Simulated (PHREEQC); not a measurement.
Consider water at 25 °C with 94 mmol/kgw HBr, 0.084 mmol/kgw FeCl3, 160 mmol/kgw KCl and 3.1 mmol/kgw HCl. Closed to the air; pH follows from the charge balance.

All values are PHREEQC results (ion-association model, phreeqc.dat), not measurements.

No solid was allowed to form.

Question: Estimate the pH, activity of water, density.

Answer: pH 1.12; activity of water 0.991; density 1.010 g/cm³.

Question: In which forms is Fe present?

Answer: FeCl+2 53 %, Fe+3 36 %, FeCl2+ 10 %, FeOH+2 1.3 % of the Fe.
